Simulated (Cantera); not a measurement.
Charge: 1 mol HI, 6.9 mol H2, held at 1.00 Torr.

Equilibrium computed with Cantera from the NASA thermochemical tables; the gas is ideal and each condensed phase is pure. Candidate condensed phases: I2; 5 gas species. The numbers say what is thermodynamically allowed, not how fast it happens. All values below are at 1173 K.

Base state: H2 0.878, I 0.0697, HI 0.0522, I2 0.000136 (mole fractions); condensed: gas only.

Problem. What changes in the equilibrium state with this change: pressure from 1.00 Torr to 100 Torr?

Solution. 
```
species    before     after
-------  --------  --------
H2          0.878     0.875
HI         0.0522     0.110
I          0.0697    0.0147
I2       0.000136  0.000605
```
